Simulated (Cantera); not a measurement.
What does this Cantera script print?

```python
import numpy as np
import cantera as ct

gas_names = """
    B BCL BCL2 BCL3 BH BH2 BH3 BN B2 CL CL2 H HCL H2 N NH NH2 NH3 N2 N2H2 N2H4
""".split()
cond_names = """
    B(b) B(L) BN(s) NH4CL(a) NH4CL(b)
""".split()


def load(file, names, dense=False):
    # The tables refer to 1 bar. Condensed volumes are neglected.
    table = {s.name: s for s in ct.Species.list_from_file(file)}
    out = []
    for n in names:
        d = dict(table[n].input_data)
        d["thermo"] = dict(d["thermo"], **{"reference-pressure": 1e5})
        if dense:
            d["equation-of-state"] = {"model": "constant-volume", "density": "1e6 g/cm^3"}
        out.append(ct.Species.from_dict(d))
    return out


gas = ct.Solution(thermo="ideal-gas", species=load("nasa_gas.yaml", gas_names))
cond = {s.name: ct.Solution(thermo="fixed-stoichiometry", species=[s], name=s.name)
        for s in load("nasa_condensed.yaml", cond_names, dense=True)}
atoms = {
    'BN': {'B': 1, 'N': 1},
    'HCl': {'H': 1, 'CL': 1},
    'H2': {'H': 2},
}
top_T = {'BN(s)': 3200}  # K; cautious upper limits of use, not melting points


def equilibrate(T, P, feed):
    n = {}
    for name, mol in feed.items():
        for a, k in atoms[name].items():
            n[a] = n.get(a, 0.0) + k * mol
    gas.TPX = T, P, n
    mass = sum(n.values()) * gas.mean_molecular_weight
    gas.equilibrate("TP")
    valid = [c for c in cond.values() if c.min_temp <= T <= top_T.get(c.name, c.max_temp)]
    mix = ct.Mixture([(gas, mass / gas.mean_molecular_weight)] + [(c, 0.0) for c in valid])
    mix.T, mix.P = T, P
    mix.equilibrate("TP", solver="vcs", rtol=1e-11, max_steps=5000)
    return mix


results = []
feed = {'BN': 1, 'HCl': 40, 'H2': 1.9}  # mol
T = 1898.15  # K
P = 72000  # Pa
mix = equilibrate(T, P, feed)
results.append((T, P, feed, dict(zip(mix.species_names, mix.species_moles))))
x = sorted(zip(gas.X, gas.species_names), reverse=True)
print(f"T = {T:g} K  P = {P:g} Pa  gas = {mix.phase_moles(0):.4g} mol")
print("   x: " + "  ".join(f"{s} {v:.3e}" for v, s in x if v > 0.001))
print("   condensed (mol): " + ("  ".join(f"{mix.phase(i).name} {mix.phase_moles(i):.4g}"
      for i in range(1, mix.n_phases) if mix.phase_moles(i) > 1e-12) or "none"))
```

Output:

```
T = 1898.15 K  P = 72000 Pa  gas = 41.97 mol
   x: HCL 8.802e-01  H2 8.159e-02  BCL3 2.315e-02  N2 1.191e-02  CL 2.145e-03
   condensed (mol): none
```

Method: chemical equilibrium by Gibbs-energy minimisation in Cantera with the NASA 1993 tables (ideal gas, pure condensed phases). The tables' values for BCl2, BCl are old estimates; treat these amounts as uncertain. Gases not in the tables: BHCl2.
